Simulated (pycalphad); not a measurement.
Source of the numbers: pycalphad with the COST 507 light-alloy database (1999); pressure 1 atm. The data set is of 1999 and partly superseded. Phase fractions are per mole of atoms.

Task: Give the equilibrium state of Al-2.9Si-0.41Fe (at.%) at 900 K.

Result: 
```
T = 900.00 K, P = 101325 Pa, N = 1 mol of atoms
G = -36358 J/mol, H = 23662 J/mol, S = 66.69 J/(mol K)  (SER reference)
chemical potentials (J/mol): Al -35899, Si -37076, Fe -139623
phase             fraction      x(Al)      x(Si)      x(Fe)
LIQUID              0.5795     0.9465     0.0465     0.0070
FCC_A1              0.4205     0.9950     0.0048   0.000124
```

Task: Give the equilibrium state of Al-2.9Si-0.41Fe (at.%) at 850 K.

Result: 
```
T = 850.00 K, P = 101325 Pa, N = 1 mol of atoms
G = -33264 J/mol, H = 16939 J/mol, S = 59.06 J/(mol K)  (SER reference)
chemical potentials (J/mol): Al -33075, Si -23761, Fe -145159
phase             fraction      x(Al)      x(Si)      x(Fe)
FCC_A1              0.8695     0.9854     0.0145   2.64e-05
LIQUID              0.1053     0.8776     0.1196     0.0028
ALFESI_BETA         0.0252     0.7000     0.1500     0.1500
```

Database names, with the compositions (at.%) that they take in these runs: ALFESI_BETA: Al 70 Si 15 Fe 15. FCC_A1 is fcc.
